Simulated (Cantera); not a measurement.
A perfectly stirred reactor is fed with N₂O : H₂ : N₂ = 1 : 0.0046 : 4.2 (molar parts), at 100.0 Torr; it is held at 1425 K, and followed from long to short residence time.

Computed with Cantera and GRI-Mech 3.0 (53 species, 325 reactions). GRI-Mech 3.0 was tuned for natural gas; its chemistry of N2O as a main component is partial and can be far from experiment. The temperature is held fixed by assumption; the heat of reaction is taken as removed at once.

Question: What does this change do: temperature 1425 to 1225 K?

Answer: 
| quantity | before | after |
|---|---|---|
| x(N₂O) at τ = 0.870 s | 0.0519 | 0.170 |
| x(H₂) at τ = 0.870 s | 6.41e-6 | 4.20e-5 |
| x(NO) at τ = 0.870 s | 0.0236 | 0.00207 |
| x(HO₂) at τ = 0.870 s | 3.97e-8 | 9.31e-8 |
| x(OH) at τ = 0.870 s | 2.52e-5 | 6.51e-6 |
| x(N₂O) at τ = 56.0 ms | 0.162 | 0.190 |
| x(H₂) at τ = 56.0 ms | 7.12e-5 | 0.000310 |
| x(NO) at τ = 56.0 ms | 0.00510 | 0.000145 |
| x(HO₂) at τ = 56.0 ms | 5.73e-7 | 1.01e-6 |
| x(OH) at τ = 56.0 ms | 3.66e-5 | 9.74e-6 |
The mechanism lacks the step 2 NO + O2 → 2 NO2, which can matter for NO2 below about 1400 K.

Question: What does this change do: temperature 1425 to 1350 K?

Answer: 
| quantity | before | after |
|---|---|---|
| x(N₂O) at τ = 0.870 s | 0.0519 | 0.0979 |
| x(H₂) at τ = 0.870 s | 6.41e-6 | 1.27e-5 |
| x(NO) at τ = 0.870 s | 0.0236 | 0.0135 |
| x(HO₂) at τ = 0.870 s | 3.97e-8 | 4.75e-8 |
| x(OH) at τ = 0.870 s | 2.52e-5 | 1.56e-5 |
| x(N₂O) at τ = 56.0 ms | 0.162 | 0.180 |
| x(H₂) at τ = 56.0 ms | 7.12e-5 | 0.000124 |
| x(NO) at τ = 56.0 ms | 0.00510 | 0.00162 |
| x(HO₂) at τ = 56.0 ms | 5.73e-7 | 7.89e-7 |
| x(OH) at τ = 56.0 ms | 3.66e-5 | 2.41e-5 |
The mechanism lacks the step 2 NO + O2 → 2 NO2, which can matter for NO2 below about 1400 K.
